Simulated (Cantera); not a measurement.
**Premixed flame**

A freely propagating, adiabatic, planar premixed flame of H2 : O2 : N2 = 1 : 0.217 : 0.817 (molar parts), unburnt at 373 K and 100000 Pa; multicomponent+Soret transport, grid criteria slope 0.08 and curve 0.16, no radiation.

Detailed kinetics in Cantera: the H2/O2 subset of GRI-Mech 3.0, which has no nitrogen chemistry. Burning velocities carry a grid error of a few per cent, more on coarse grids.

```csv
z (mm),T (K),u (m/s),x H2,x O2,x O,x HO2,x H,x H2O
-1.09,373,3.71,0.492,0.107,<1e-8,<1e-8,<1e-8,<1e-8
-0.729,373,3.71,0.492,0.107,<1e-8,<1e-8,<1e-8,<1e-8
-0.547,373,3.71,0.492,0.107,<1e-8,<1e-8,<1e-8,2.04e-8
-0.365,373,3.71,0.491,0.107,<1e-8,1.52e-7,<1e-8,6.17e-7
-0.182,408,3.91,0.469,0.111,4.05e-6,0.000216,2.68e-5,0.000966
-0.0912,692,6.41,0.432,0.104,0.000164,0.000240,0.00446,0.0243
0,1081,9.92,0.372,0.0741,0.00134,8.67e-5,0.0277,0.0878
0.0912,1352,12.4,0.301,0.0299,0.00211,3.09e-5,0.0569,0.172
0.182,1483,13.6,0.271,0.00771,0.00112,7.65e-6,0.0675,0.214
0.365,1593,14.5,0.267,0.000556,0.000441,5.22e-7,0.0624,0.229
0.729,1694,15.4,0.276,0.000119,0.000304,1.22e-7,0.0495,0.232
1.46,1790,16.1,0.285,6.83e-5,0.000187,7.35e-8,0.0360,0.233
2.92,1872,16.8,0.293,3.37e-5,9.43e-5,3.99e-8,0.0242,0.235
```
x: mole fraction of selected species; z is measured from the peak of heat release.

- laminar burning velocity: 371 cm/s
- thermal thickness: 0.365 mm
- peak x(O): 0.00219
- peak x(HO2): 0.000414
- peak x(H): 0.0678
- grid points: 130
